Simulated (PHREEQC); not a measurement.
Dissolve 96 mmol/kgw LiBr at 35 °C. Closed to the air; pH follows from the charge balance.

The numbers come from PHREEQC with the ion-association model, phreeqc.dat.

The ionic strength is 0.0960 mol/kgw and the specific conductance is 11300 µS/cm. The density comes out as 1.000 g/cm³.

```
species  molality  activity   log γ
-------  --------  --------  ------
Br-        0.0960    0.0723  -0.123
Li+        0.0960    0.0763  -0.100
OH-       1.82e-7   1.39e-7  -0.118
H+        1.82e-7   1.50e-7  -0.084
```

Precipitation was switched off in this run.
